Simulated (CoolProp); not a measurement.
Chlorine along the isobar 20000 kPa: Z from the reference equation and from simpler models built on Tc = 416.9 K, pc = 7642 kPa, ω = 0.070; each cubic takes its own stable root.

The numbers come from the reference Helmholtz-energy equation of state, Thol 2021 in CoolProp.

| T (K) | phase | reference | van der Waals | Redlich-Kwong | Soave-Redlich-Kwong | Peng-Robinson |
|---|---|---|---|---|---|---|
| 311.5 | liquid | 0.3892 | 0.5856 | 0.4189 | 0.4176 | 0.3709 |
| 322.6 | liquid | 0.3841 | 0.5746 | 0.4142 | 0.4126 | 0.3665 |
| 333.8 | liquid | 0.3800 | 0.5649 | 0.4107 | 0.4089 | 0.3633 |
| 344.9 | liquid | 0.3768 | 0.5564 | 0.4083 | 0.4064 | 0.3612 |
| 356.1 | liquid | 0.3745 | 0.5491 | 0.4071 | 0.4051 | 0.3604 |
| 367.2 | liquid | 0.3732 | 0.5430 | 0.4072 | 0.4052 | 0.3608 |
| 378.3 | liquid | 0.3729 | 0.5381 | 0.4085 | 0.4067 | 0.3626 |
| 389.5 | liquid | 0.3738 | 0.5342 | 0.4114 | 0.4098 | 0.3660 |
| 400.6 | liquid | 0.3759 | 0.5316 | 0.4158 | 0.4147 | 0.3711 |
